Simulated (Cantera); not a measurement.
A closed system holds: 1 mol Si, 0.8 mol HCl, 1.1 mol H2, at 1348.15 K and 1.00 bar.

Method: chemical equilibrium by Gibbs-energy minimisation in Cantera with the NASA 1993 tables (ideal gas, pure condensed phases). Candidate condensed phases: Si; 19 gas species. The tables' values for SiCl3 are old estimates; treat these amounts as uncertain. The numbers say what is thermodynamically allowed, not how fast it happens.

Base state: H2 0.802, HCl 0.0801, SiCl4 0.0497, SiHCl3 0.0283, SiCl2 0.0225, SiCl3 0.0149, SiH2Cl2 0.00234, SiH3Cl 5.52e-5 (mole fractions); condensed: Si(s).

Q: What changes in the equilibrium state with this change: pressure from 1.00 bar to 2.90 bar?

A: 
```tsv
species	before	after
H2	0.802	0.815
HCl	0.0801	0.0629
SiCl4	0.0497	0.0531
SiHCl3	0.0283	0.0391
SiCl2	0.0225	0.0136
SiCl3	0.0149	0.0120
SiH3Cl	5.52e-5	0.000128
SiH2Cl2	0.00234	0.00419
Si(s), mol	0.794	0.790
```
